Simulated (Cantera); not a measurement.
Mixture: CH₄ : O₂ : N₂ = 1 : 1.11 : 4.18 (molar parts), equivalence ratio 1.8, at 0.750 bar, adiabatic and at constant volume. Ignition delay is the time to a rise of 400 K.

Detailed kinetics in Cantera: GRI-Mech 3.0 (53 species, 325 reactions).

Predict: delay at 1150 K; delay at 1300 K; delay at 1450 K; delay at 1600 K; delay at 1750 K; apparent activation energy between 1600 and 1750 K.


| Quantity | Result |
|---|---|
| delay at 1150 K | 0.161 s |
| delay at 1300 K | 19.0 ms |
| delay at 1450 K | 3.00 ms |
| delay at 1600 K | 0.658 ms |
| delay at 1750 K | 0.201 ms |
| apparent activation energy between 1600 and 1750 K | 180 kJ/mol |
